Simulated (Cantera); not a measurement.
## Equilibrium for chemical vapour transport: Al + HCl + N₂

Charge: 1 mol Al, 0.021 mol HCl, a varied amount of N₂, at 1100 K and 225 Torr.

Method: chemical equilibrium by Gibbs-energy minimisation in Cantera with the NASA 1993 tables (ideal gas, pure condensed phases). Candidate condensed phases: Al, AlCl₃, AlN, NH₄Cl; 20 gas species. Mutual solubility and eutectic melting of coexisting phases are not modelled. The tables' values for AlCl₂ are old estimates; treat these amounts as uncertain. Equilibrium is a limit: real reactors are often held back by kinetics, nucleation or transport.

From 0.091 mol N₂ to 0.41 mol N₂ the condensed part is Al(l) + AlN(s). From 0.55 mol N₂ to 3.3 mol N₂ the condensed part is AlN(s). The main Al-bearing gas is AlCl₃ throughout.

```tsv
n(N₂) (mol)	x N₂	x H₂	x AlCl₃	x HCl	x AlCl	x AlCl₂	n Al(l)	n AlN(s)
0.091	<1e-12	0.583	0.365	0.000197	0.0355	0.0144	0.810	0.182
0.12	<1e-12	0.583	0.365	0.000197	0.0355	0.0144	0.752	0.240
0.17	<1e-12	0.583	0.365	0.000197	0.0355	0.0144	0.652	0.340
0.22	<1e-12	0.583	0.365	0.000197	0.0355	0.0144	0.552	0.440
0.3	<1e-12	0.583	0.365	0.000197	0.0355	0.0144	0.392	0.600
0.41	<1e-12	0.583	0.365	0.000197	0.0355	0.0144	0.172	0.820
0.55	0.743	0.118	0.0783	0.0605	1.63e-8	4.53e-6	0	0.994
0.74	0.930	0.0301	0.0201	0.0202	9.59e-9	1.76e-6	0	0.995
1	0.965	0.0146	0.00973	0.0111	7.44e-9	1.08e-6	0	0.995
1.4	0.980	0.00802	0.00535	0.00676	6.06e-9	7.22e-7	0	0.995
1.8	0.986	0.00548	0.00366	0.00493	5.33e-9	5.60e-7	0	0.995
2.5	0.991	0.00350	0.00233	0.00339	4.58e-9	4.15e-7	0	0.995
3.3	0.993	0.00246	0.00164	0.00253	4.07e-9	3.28e-7	0	0.995
```
x: gas mole fraction; n: condensed amount in mol.
